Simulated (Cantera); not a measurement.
Input: 1 mol SiC, 0.65 mol H2O, 2.1 mol N2, at 1427 °C and 46.0 Pa.

Cantera equilibrium calculation (NASA polynomials, part measured and part estimated; ideal gas, pure solids and liquids). Candidate condensed phases: C, C6H6, C7H8, C8H18, H2O, Si, SiC, SiO2, Si2N2O, Si3N4; 151 gas species. Rates play no part.

What is the equilibrium state?


```json
{
  "x(N2)": "0.616",
  "x(H2)": "0.189",
  "x(CO)": "0.0955",
  "x(SiO)": "0.0953",
  "x(H)": "0.00299",
  "x(Si)": "0.000342",
  "x(HCN)": "8.02e-5",
  "x(SiH)": "4.93e-6",
  "x(SiN)": "3.48e-6",
  "n(SiC(s))": "0.674 mol",
  "gas_amount": "3.406 mol",
  "log10 activity of Si(l) (absent)": "-0.64",
  "log10 activity of C(graphite) (absent)": "-1.19"
}
```
